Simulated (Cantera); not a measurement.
Cantera run:

```python
import numpy as np
import cantera as ct

gas_names = """
    B BH BH2 BH3 BN BO BO2 B2 B2O B2O2 B2O3 B3O3H3 H HBO HBO2 HNO HNO2 HNO3 HO2 H2 H2O H2O2 H3B3O6 N NH
    NH2 NH3 NH2OH NO NO2 NO3 N2 N2H2 N2H4 N2O O OH O2 O3
""".split()
cond_names = """
    B(b) B(L) BN(s) B2O3(L) B3O3H3(cr) H2O(s) H2O(L)
""".split()


# ... load() reads the species with a 1 bar reference pressure and builds the phases ...
atoms = {
    'B': {'B': 1},
    'H2': {'H': 2},
    'N2': {'N': 2},
    'O2': {'O': 2},
}
top_T = {'BN(s)': 3200}  # K; cautious upper limits of use, not melting points


# ... equilibrate(T, P, feed) seeds the gas with the atoms and calls Mixture.equilibrate('TP', solver="vcs", rtol=1e-11, max_steps=5000) ...
results = []
T = 1798  # K
P = 1600  # Pa
for m in [7, 8.9, 11, 14, 18, 23, 30, 38, 48, 62, 79]:
    feed = {'B': 1, 'H2': m, 'N2': 6.1, 'O2': 8.3}  # mol
    mix = equilibrate(T, P, feed)
    results.append((T, P, feed, dict(zip(mix.species_names, mix.species_moles))))
    x = sorted(zip(gas.X, gas.species_names), reverse=True)
    print(f"T = {T:g} K  P = {P:g} Pa  n(H2) = {m:g} mol  gas = {mix.phase_moles(0):.4g} mol")
    print("   x: " + "  ".join(f"{s} {v:.3e}" for v, s in x if v > 1e-06))
    print("   condensed (mol): " + ("  ".join(f"{mix.phase(i).name} {mix.phase_moles(i):.4g}"
          for i in range(1, mix.n_phases) if mix.phase_moles(i) > 1e-12) or "none"))
```

It prints:

```
T = 1798 K  P = 1600 Pa  n(H2) = 7 mol  gas = 17.68 mol
   x: H2O 3.664e-01  N2 3.437e-01  O2 2.265e-01  HBO2 5.470e-02  OH 3.737e-03  NO 2.831e-03  BO2 6.776e-04  B2O3 5.987e-04  O 4.493e-04  H2 3.218e-04  H 4.993e-05
   condensed (mol): none
T = 1798 K  P = 1600 Pa  n(H2) = 8.9 mol  gas = 18.63 mol
   x: H2O 4.492e-01  N2 3.263e-01  O2 1.642e-01  HBO2 5.225e-02  OH 3.818e-03  NO 2.349e-03  BO2 5.394e-04  H2 4.634e-04  B2O3 4.457e-04  O 3.825e-04  H 5.992e-05
   condensed (mol): none
T = 1798 K  P = 1600 Pa  n(H2) = 11 mol  gas = 19.68 mol
   x: H2O 5.315e-01  N2 3.090e-01  O2 1.024e-01  HBO2 4.971e-02  OH 3.691e-03  NO 1.806e-03  H2 6.940e-04  BO2 4.193e-04  B2O3 3.410e-04  O 3.021e-04  H 7.333e-05
   condensed (mol): none
T = 1798 K  P = 1600 Pa  n(H2) = 14 mol  gas = 21.19 mol
   x: H2O 6.344e-01  N2 2.875e-01  HBO2 4.645e-02  O2 2.553e-02  OH 2.849e-03  H2 1.659e-03  NO 8.694e-04  BO2 2.534e-04  B2O3 2.494e-04  O 1.508e-04  H 1.134e-04
   condensed (mol): none
T = 1798 K  P = 1600 Pa  n(H2) = 18 mol  gas = 24.62 mol
   x: H2O 5.930e-01  N2 2.478e-01  H2 1.175e-01  HBO2 4.017e-02  H 9.541e-04  OH 3.165e-04  B2O3 1.996e-04  BO2 2.605e-05  HBO 2.026e-05  NO 1.066e-05  O2 4.449e-06  BO 2.938e-06  O 1.991e-06
   condensed (mol): none
T = 1798 K  P = 1600 Pa  n(H2) = 23 mol  gas = 29.62 mol
   x: H2O 4.929e-01  H2 2.660e-01  N2 2.059e-01  HBO2 3.336e-02  H 1.436e-03  OH 1.748e-04  B2O3 1.656e-04  HBO 4.583e-05  BO2 1.437e-05  BO 4.417e-06  NO 3.566e-06
   condensed (mol): none
T = 1798 K  P = 1600 Pa  n(H2) = 30 mol  gas = 36.63 mol
   x: H2 4.058e-01  H2O 3.986e-01  N2 1.665e-01  HBO2 2.694e-02  H 1.773e-03  B2O3 1.336e-04  OH 1.145e-04  HBO 6.982e-05  BO2 9.400e-06  BO 5.448e-06  NO 1.700e-06
   condensed (mol): none
T = 1798 K  P = 1600 Pa  n(H2) = 38 mol  gas = 44.65 mol
   x: H2 5.119e-01  H2O 3.271e-01  N2 1.366e-01  HBO2 2.208e-02  H 1.991e-03  B2O3 1.093e-04  HBO 8.793e-05  OH 8.366e-05  BO2 6.858e-06  BO 6.109e-06  NO 1.002e-06
   condensed (mol): none
T = 1798 K  P = 1600 Pa  n(H2) = 48 mol  gas = 54.66 mol
   x: H2 6.007e-01  H2O 2.672e-01  N2 1.116e-01  HBO2 1.800e-02  H 2.157e-03  HBO 1.030e-04  B2O3 8.893e-05  OH 6.308e-05  BO 6.606e-06  BO2 5.162e-06
   condensed (mol): none
T = 1798 K  P = 1600 Pa  n(H2) = 62 mol  gas = 68.68 mol
   x: H2 6.816e-01  H2O 2.127e-01  N2 8.882e-02  HBO2 1.429e-02  H 2.298e-03  HBO 1.166e-04  B2O3 7.042e-05  OH 4.714e-05  BO 7.018e-06  BO2 3.847e-06
   condensed (mol): none
T = 1798 K  P = 1600 Pa  n(H2) = 79 mol  gas = 85.7 mol
   x: H2 7.443e-01  H2O 1.705e-01  N2 7.117e-02  HBO2 1.142e-02  H 2.401e-03  HBO 1.269e-04  B2O3 5.608e-05  OH 3.616e-05  BO 7.310e-06  BO2 2.941e-06
   condensed (mol): none
```

Equilibrium computed with Cantera from the NASA thermochemical tables; the gas is ideal and each condensed phase is pure.
